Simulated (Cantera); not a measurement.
A perfectly stirred reactor is fed with C₂H₆ : H₂ = 1 : 47 (molar parts), at 0.132 atm; it is held at 1373 K, and followed from long to short residence time.

Cantera simulation using GRI-Mech 3.0 (53 species, 325 reactions); the numbers are that mechanism's predictions, not measurements. GRI-Mech 3.0 stops at C3 and has no aromatics, soot or wall deposition, so with more carbon than oxygen in the feed, carbon stays in small species such as C2H2 where larger ones or solid carbon would form.

One state of this run: x C₂H₆ = 0.00209; x H₂ = 0.973; x C₂H = 4.34e-10; x CH₄ = 0.0117; x C₂H₂ = 0.00364; x CH₂ = 5.05e-9; x C₂H₄ = 0.00886. x: mole fraction; the columns are a selection and need not sum to one.

### Question
Which value of τ (s) does it belong to?
A. 0.0013
B. 1.3
C. 0.49
D. 0.0092

### Answer
D, 0.0092
